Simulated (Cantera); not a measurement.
Feed: 1 mol Al, 3.3 mol O₂, 14 mol H₂, equilibrated at 1277 °C and 3400 Pa.

These are equilibrium values from Cantera (NASA tables, ideal gas, pure condensed phases), not measurements of a reactor. Candidate condensed phases: Al, Al₂O₃, H₂O; 19 gas species. Gases not in the tables: Al(OH)₃. The numbers say what is thermodynamically allowed, not how fast it happens.

Base state: H₂ 0.636, H₂O 0.364, H 0.000136 (mole fractions); condensed: Al₂O₃(s).

Task: What changes in the equilibrium state with this change: O₂ from 3.3 to 1.1 mol?

Result: 
```
species          before     after
-------------  --------  --------
H₂                0.636     0.950
H₂O               0.364    0.0500
H              0.000136  0.000166
Al₂O₃(s), mol     0.500     0.500
```
